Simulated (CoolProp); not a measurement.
Vapour-liquid equilibrium of carbon monoxide (1) + methane (2) at -164.95 °C; x and y are mole fractions of (1).

Computed with CoolProp (multi-fluid Helmholtz-energy mixture model, Lemmon 2006 and Setzmann 1991; pair parameters Kunz 2012).

```tsv
x	bubble pressure, mixture model (MPa)	bubble pressure, Raoult's law (MPa)	y, mixture model	y, Raoult's law
0.05	0.1253	0.1193	0.417	0.400
0.15	0.2295	0.2071	0.704	0.691
0.25	0.3338	0.2949	0.813	0.808
0.35	0.4326	0.3828	0.868	0.872
0.45	0.5228	0.4706	0.902	0.912
0.55	0.6040	0.5584	0.924	0.939
0.65	0.6782	0.6462	0.942	0.959
0.75	0.7496	0.7340	0.957	0.974
0.85	0.8235	0.8218	0.972	0.986
0.95	0.9065	0.9096	0.990	0.996
```

The largest gap from Raoult's law is +13.2 % in bubble pressure, at x = 0.25. No azeotrope shows between x = 0.05 and 0.95.

Pair parameters are fitted to limited data, so mixtures are less certain than the pure fluids.
